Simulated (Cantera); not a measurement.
What does this Cantera script print?

```python
import numpy as np
import cantera as ct

gas = ct.Solution("gri30.yaml")
gas.TPX = 648, 570000, {'CH4': 1, 'O2': 2.4, 'N2': 11.6}
flame = ct.FreeFlame(gas, width=0.012)
flame.set_refine_criteria(ratio=3, slope=0.08, curve=0.16)
flame.transport_model = "mixture-averaged"
flame.solve(loglevel=0, auto=True)
z, T = flame.grid, flame.T
thick = (T[-1] - T[0]) / np.gradient(T, z).max()
show = ['CH4', 'O2', 'H2O', 'HO2', 'HCN', 'NO']
print(f"laminar burning velocity  {flame.velocity[0] * 100:.3f} cm/s")
print(f"burnt temperature         {T[-1]:.1f} K")
print(f"thermal thickness         {thick * 1e3:.4f} mm")
print(f"grid points               {len(z)}")
z0 = z[flame.heat_release_rate.argmax()]
print(f"{'z/mm':>9s}{'T/K':>9s}{'u/(m/s)':>9s}" + "".join(f"{s:>11s}" for s in show))
rows = []
for k in (-3, -2, -1.5, -1, -0.5, -0.25, 0, 0.25, 0.5, 1, 2, 4, 8):
    zz = z0 + k * thick
    rows.append([k * thick, np.interp(zz, z, T), np.interp(zz, z, flame.velocity),
                 *(np.interp(zz, z, flame.X[gas.species_index(s)]) for s in show)])
    print(f"{rows[-1][0] * 1e3:9.3f}{rows[-1][1]:9.1f}{rows[-1][2]:9.3f}" + "".join(f"{x:11.3e}" for x in rows[-1][3:]))
```

It prints:

```
laminar burning velocity  38.697 cm/s
burnt temperature         2073.0 K
thermal thickness         0.1461 mm
grid points               143
     z/mm      T/K  u/(m/s)        CH4         O2        H2O        HO2        HCN         NO
   -0.438    649.4    0.388  6.651e-02  1.598e-01  3.163e-04  1.560e-07  1.870e-10  1.383e-09
   -0.292    658.1    0.394  6.585e-02  1.591e-01  1.901e-03  1.231e-06  1.885e-09  1.139e-08
   -0.219    680.9    0.408  6.431e-02  1.573e-01  5.486e-03  4.406e-06  7.943e-09  4.380e-08
   -0.146    776.3    0.467  5.841e-02  1.494e-01  1.811e-02  2.050e-05  4.432e-08  2.543e-07
   -0.073   1119.2    0.677  3.820e-02  1.186e-01  5.553e-02  8.778e-05  2.404e-07  1.982e-06
   -0.037   1438.2    0.872  1.964e-02  8.716e-02  8.650e-02  1.468e-04  4.873e-07  4.530e-06
    0.000   1758.5    1.067  3.293e-03  5.263e-02  1.153e-01  9.666e-05  8.257e-07  8.223e-06
    0.037   1897.0    1.146  8.564e-05  3.672e-02  1.246e-01  2.569e-05  4.533e-07  1.224e-05
    0.073   1956.3    1.177  1.524e-06  3.223e-02  1.267e-01  1.529e-05  1.203e-07  1.479e-05
    0.146   2014.0    1.208  1.311e-09  2.926e-02  1.292e-01  7.929e-06  1.140e-08  1.767e-05
    0.292   2052.0    1.228  9.833e-14  2.770e-02  1.314e-01  3.464e-06  4.871e-10  2.038e-05
    0.584   2068.8    1.237  4.939e-15  2.712e-02  1.325e-01  1.789e-06  1.045e-11  2.281e-05
    1.169   2072.7    1.239  1.061e-15  2.701e-02  1.327e-01  1.467e-06  3.668e-13  2.579e-05
```

Computed with Cantera and GRI-Mech 3.0 (53 species, 325 reactions). Burning velocities carry a grid error of a few per cent, more on coarse grids.
